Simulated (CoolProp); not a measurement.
Saturated liquid density (kg/m³) of n-butane: the reference equation beside estimates from Tc = 152.0 °C, pc = 37.96 bar, ω = 0.201.

Model: reference Helmholtz-energy equation of state, Bücker 2006, in CoolProp.

| T (°C) | reference | van der Waals | Redlich-Kwong |
|---|---|---|---|
| -3.45 | 604.4 | 375.5 | 550.3 |
| 7.35 | 592.7 | 368.3 | 537.8 |
| 18.15 | 580.7 | 360.8 | 524.5 |
| 29.05 | 568.1 | 352.9 | 510.5 |
| 39.85 | 555.1 | 344.6 | 495.7 |
| 50.65 | 541.5 | 335.9 | 480.1 |
| 61.45 | 527.2 | 326.6 | 463.5 |
| 72.25 | 512.0 | 316.8 | 445.7 |
| 83.05 | 495.7 | 306.2 | 426.6 |
| 93.85 | 478.0 | 294.7 | 405.9 |

Absolute difference from the reference over all 10 rows, mean and median: van der Waals 38.0 and 37.9 %, Redlich-Kwong 11.4 and 11.0 %.
